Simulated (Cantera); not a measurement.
A Cantera script and what it prints.

```python
import numpy as np
import cantera as ct

gas_names = """
    C CO CO2 C2 C2O C3 C3O2 C4 C5 Mg MgO Mg2 O O2 O3
""".split()
cond_names = """
    C(gr) Mg(cr) Mg(L) MgCO3(s) MgO(s) MgO(L)
""".split()


# ... load() reads the species with a 1 bar reference pressure and builds the phases ...
atoms = {
    'MgO': {'Mg': 1, 'O': 1},
    'C': {'C': 1},
    'CO': {'C': 1, 'O': 1},
}
top_T = {'C(gr)': 4500}  # K; cautious upper limits of use, not melting points


# ... equilibrate(T, P, feed) seeds the gas with the atoms and calls Mixture.equilibrate('TP', solver="vcs", rtol=1e-11, max_steps=5000) ...
results = []
feed = {'MgO': 1, 'C': 4.2, 'CO': 0.43}  # mol
P = 7300  # Pa
for T in [1323, 1473, 1623, 1773, 1923, 2073, 2223, 2373]:
    mix = equilibrate(T, P, feed)
    results.append((T, P, feed, dict(zip(mix.species_names, mix.species_moles))))

top = {s: max(r[3][s] / sum(r[3][g] for g in gas_names) for r in results) for s in gas_names}
cols = sorted((s for s in top if top[s] > 1e-06), key=lambda s: -top[s])[:6]
seen = [c for c in cond_names if any(r[3].get(c, 0) > 1e-12 for r in results)]
print("log10 of partial pressures in bar; condensed amounts in mol")
print(f"{'T/K':>10s}" + "".join(f"{s[:9]:>10s}" for s in cols + seen))
for T, P, feed, n in results:
    ng = sum(n[g] for g in gas_names)
    print(f"{T:10.4g}" + "".join(f"{np.log10(max(n[s] / ng * P / 1e5, 1e-99)):10.3f}" for s in cols)
          + "".join(f"{n.get(c, 0):10.4g}" for c in seen))
```

It prints:

```
log10 of partial pressures in bar; condensed amounts in mol
       T/K        CO        Mg       CO2       Mg2     C(gr)    MgO(s)
      1323    -1.137    -7.990    -4.677   -19.428       4.2         1
      1473    -1.137    -5.492    -5.346   -14.547       4.2         1
      1623    -1.139    -3.464    -5.890   -10.596     4.198     0.998
      1773    -1.311    -1.618    -6.677    -7.000     3.782    0.5815
      1923    -1.367    -1.522    -7.159    -6.898       3.2         0
      2073    -1.367    -1.522    -7.472    -6.980       3.2         0
      2223    -1.367    -1.522    -7.739    -7.056       3.2         0
      2373    -1.367    -1.522    -7.969    -7.128       3.2         0
```

Method: chemical equilibrium by Gibbs-energy minimisation in Cantera with the NASA 1993 tables (ideal gas, pure condensed phases).
